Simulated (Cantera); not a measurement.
# Thermodynamics of abatement and gas-phase synthesis, feed SO2 + H2O + H2

Input: 1 mol SO2, 0.22 mol H2O, 3.1 mol H2, held at 0.000430 bar.

Cantera equilibrium calculation (NASA polynomials, part measured and part estimated; ideal gas, pure solids and liquids). Candidate condensed phases: H2O, H2SO4, S; 19 gas species. Rates play no part.

From 2425 K to 3025 K nothing is condensed.

```
T (K)  log p H  log p H2  log p O  log p H2O  log p S  log p SO  log p SO2  log p OH  log p O2
-----  -------  --------  -------  ---------  -------  --------  ---------  --------  --------
2425     -3.75     -4.01    -4.72      -4.34    -4.77     -4.46      -4.72     -4.80     -5.44
2475     -3.70     -4.10    -4.56      -4.48    -4.73     -4.49      -4.83     -4.78     -5.33
2525     -3.65     -4.20    -4.42      -4.66    -4.69     -4.53      -4.97     -4.79     -5.28
2575     -3.62     -4.31    -4.32      -4.87    -4.63     -4.58      -5.15     -4.83     -5.27
2625     -3.59     -4.44    -4.24      -5.12    -4.58     -4.65      -5.35     -4.89     -5.30
2675     -3.57     -4.57    -4.17      -5.38    -4.53     -4.74      -5.58     -4.98     -5.37
2725     -3.56     -4.72    -4.13      -5.66    -4.49     -4.84      -5.84     -5.09     -5.46
2775     -3.56     -4.86    -4.10      -5.94    -4.45     -4.96      -6.12     -5.20     -5.58
2825     -3.55     -5.00    -4.07      -6.23    -4.43     -5.09      -6.41     -5.32     -5.70
2875     -3.55     -5.14    -4.06      -6.52    -4.41     -5.23      -6.71     -5.45     -5.83
2925     -3.54     -5.28    -4.04      -6.80    -4.39     -5.37      -7.01     -5.57     -5.97
2975     -3.54     -5.42    -4.04      -7.08    -4.38     -5.51      -7.31     -5.70     -6.10
3025     -3.54     -5.55    -4.03      -7.35    -4.38     -5.65      -7.61     -5.82     -6.24
```
log p: log10 of the partial pressure in bar; nothing condenses.
